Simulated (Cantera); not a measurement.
## Adiabatic ignition

An adiabatic, constant-pressure homogeneous reactor starts with 6.12 % CH₄, 1.04 % C₂H₆, 18.2 % O₂, 68.5 % N₂, 6.12 % H₂O, at 1698 K and 0.220 bar.

Model: GRI-Mech 3.0 (53 species, 325 reactions), integrated in Cantera.

```csv
t (s),T (K),x CH₄,x C₂H₆,x O₂,x NO,x CH₂
4.00e-6,1696,0.0611,0.0102,0.182,<1e-12,7.85e-9
1.10e-5,1693,0.0611,0.00982,0.182,<1e-12,8.90e-8
3.01e-5,1686,0.0606,0.00869,0.182,1.76e-11,1.03e-6
8.26e-5,1703,0.0533,0.00449,0.174,1.78e-9,1.01e-5
0.000227,2350,<1e-12,<1e-12,0.0454,2.97e-5,<1e-12
0.000622,2425,<1e-12,<1e-12,0.0428,0.000177,<1e-12
0.00171,2541,<1e-12,<1e-12,0.0403,0.000771,<1e-12
0.00469,2608,<1e-12,<1e-12,0.0380,0.00284,<1e-12
0.0129,2608,<1e-12,<1e-12,0.0363,0.00699,<1e-12
0.0353,2605,<1e-12,<1e-12,0.0351,0.00994,<1e-12
0.0968,2605,<1e-12,<1e-12,0.0350,0.0102,<1e-12
0.266,2605,<1e-12,<1e-12,0.0350,0.0102,<1e-12
0.729,2605,<1e-12,<1e-12,0.0350,0.0102,<1e-12
2.00,2605,<1e-12,<1e-12,0.0350,0.0102,<1e-12
```
x: mole fraction; the columns are a selection and need not sum to one.

The time of steepest temperature rise is 0.168 ms, the temperature at 2.00 s comes out as 2605 K and the equilibrium temperature comes out as 2605 K. The x(CH₄) at 2.00 s is <1e-12 (gas-phase equilibrium <1e-12), the x(C₂H₆) at 2.00 s comes out as <1e-12 (gas-phase equilibrium <1e-12) and the x(O₂) at 2.00 s comes out as 0.0350 (gas-phase equilibrium 0.0350).
